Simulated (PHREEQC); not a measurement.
**Ultrapure water in contact with air or piping: an equilibrium model**

Synthetic water in mmol/kgw, 20 °C, pH 6.36, pe 1.4: Na 0.00264; K 5.1e-05; Ca 0.00796; Mg 0.000172; Cl 0.00535; S(6) 0.00624; Alkalinity (meq/kgw) 0.00143; Zn 6.95e-06; Sr 2.71e-06; Mn(2) 1.77e-05; Br 9.49e-05; F 0.000502.

Valence states are taken as typed.

Computed with PHREEQC (ion-association model, wateq4f.dat).

Each row changes one thing in this solution. Precipitation was switched off in this run.

```csv
case,CO2 (mol/kgw),HCO3- (mol/kgw),HF (mol/kgw),HSO4- (mol/kgw),CO3-2 (mol/kgw),CaHCO3+ (mol/kgw),SI of Gypsum (CaSO4:2H2O),SI of Rhodochrosite (MnCO3)
as made,1.94e-6,1.85e-6,2.98e-10,2.33e-10,1.82e-10,1.68e-10,-5.75,-6.40
Na from 0.00264 to 0.00132 mmol/kgw,1.94e-6,1.85e-6,2.98e-10,2.33e-10,1.82e-10,1.68e-10,-5.75,-6.40
temperature from 20 to 15 °C at the same typed pH,2.11e-6,1.86e-6,2.73e-10,2.10e-10,1.62e-10,1.52e-10,-5.74,-6.47
pH from 6.36 to 5.5 at the same alkalinity,3.49e-5,4.61e-6,2.15e-9,1.69e-9,6.28e-11,4.18e-10,-5.75,-6.87
```
